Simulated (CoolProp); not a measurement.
Properties of carbon monoxide along the isotherm -182.45 °C (Tc = -140.3 °C, pc = 3.498 MPa, ω = 0.050).

Model: reference Helmholtz-energy equation of state, Lemmon 2006, in CoolProp. It is a short technical equation, of lower accuracy than the large ones.

```json
[
 {"p (MPa)": "0.00553", "phase": "gas", "cv (kJ/(kg K))": "0.7431", "isothermal compressibility (1/MPa)": "181.1", "expansivity (1/kK)": "11.08"},
 {"p (MPa)": "0.00894", "phase": "gas", "cv (kJ/(kg K))": "0.7437", "isothermal compressibility (1/MPa)": "112.1", "expansivity (1/kK)": "11.11"},
 {"p (MPa)": "0.0144", "phase": "gas", "cv (kJ/(kg K))": "0.7447", "isothermal compressibility (1/MPa)": "69.73", "expansivity (1/kK)": "11.16"},
 {"p (MPa)": "0.0233", "phase": "gas", "cv (kJ/(kg K))": "0.7463", "isothermal compressibility (1/MPa)": "43.21", "expansivity (1/kK)": "11.24"},
 {"p (MPa)": "0.0377", "phase": "gas", "cv (kJ/(kg K))": "0.7489", "isothermal compressibility (1/MPa)": "26.82", "expansivity (1/kK)": "11.38"},
 {"p (MPa)": "0.0609", "phase": "gas", "cv (kJ/(kg K))": "[?]", "isothermal compressibility (1/MPa)": "16.72", "expansivity (1/kK)": "11.61"},
 {"p (MPa)": "0.0984", "phase": "gas", "cv (kJ/(kg K))": "[?]", "isothermal compressibility (1/MPa)": "10.47", "expansivity (1/kK)": "12.01"},
 {"p (MPa)": "0.159", "phase": "gas", "cv (kJ/(kg K))": "0.7759", "isothermal compressibility (1/MPa)": "6.622", "expansivity (1/kK)": "12.75"},
 {"p (MPa)": "0.415", "phase": "liquid", "cv (kJ/(kg K))": "1.084", "isothermal compressibility (1/MPa)": "0.004434", "expansivity (1/kK)": "[?]"},
 {"p (MPa)": "0.67", "phase": "liquid", "cv (kJ/(kg K))": "1.084", "isothermal compressibility (1/MPa)": "0.004385", "expansivity (1/kK)": "6.333"},
 {"p (MPa)": "1.08", "phase": "liquid", "cv (kJ/(kg K))": "1.085", "isothermal compressibility (1/MPa)": "0.004308", "expansivity (1/kK)": "6.259"},
 {"p (MPa)": "1.75", "phase": "liquid", "cv (kJ/(kg K))": "1.087", "isothermal compressibility (1/MPa)": "0.004190", "expansivity (1/kK)": "6.144"}
]
```

Problem. What belongs in the gaps?

Solution. 
- 0.0609, cv (kJ/(kg K)): 0.7533
- 0.0984, cv (kJ/(kg K)): 0.7610
- 0.415, expansivity (1/kK): 6.381
